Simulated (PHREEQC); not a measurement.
Consider water at 90 °C with 0.13 mol MgCl2, 0.0076 mol CO2 and 4.9e-06 mol H4SiO4 per kg of water. Closed to the air; pH follows from the charge balance.

Computed with PHREEQC (ion-association model, phreeqc.dat).

```tsv
quantity	before	after
pH	4.09	5.25
HCO3- (mol/kgw)	6.17e-5	5.70e-6
MgHCO3+ (mol/kgw)	4.70e-5	1.19e-7
(CO2)2 (mol/kgw)	4.96e-6	4.00e-10
MgOH+ (mol/kgw)	2.57e-7	8.37e-8
MgCO3 (mol/kgw)	2.92e-9	1.73e-10
SI of Quartz (SiO2)	-2.07	-4.11
```

### Question
Name the change that produced these shifts.
(A) temperature from 90 to 85 °C
(B) temperature from 90 to 75 °C
(C) diluted 10-fold with water
(D) CO2 from 0.0076 to 0.00684 mol/kgw
(E) diluted 100-fold with water

### Answer
E, diluted 100-fold with water

No solid was allowed to form. At this temperature some constants are extrapolated from 25 °C, and those without enthalpy data are left unchanged.
